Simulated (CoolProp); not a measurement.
A simple Rankine cycle with 1,2-dichloroethane: condensing at 330.15 K, boiler at 1.54 MPa, turbine inlet 492.1 K, turbine efficiency 0.85, pump efficiency 0.8, no recuperator. Each further row changes one setting.

Values from CoolProp's reference Helmholtz-energy equation of state, Thol 2015.

```csv
case,thermal efficiency (%),net work (kJ/kg),heat in (kJ/kg),turbine exit temperature (K),volume ratio over the turbine
as stated,21.0,97.9,465,362.8,33.8
condensing temperature 322.15 K,22.1,105,476,354.2,45.0
boiler pressure 1.08 MPa,19.6,92.9,474,378.6,23.0
turbine efficiency 0.75,18.5,86.2,465,375.8,35.0
```
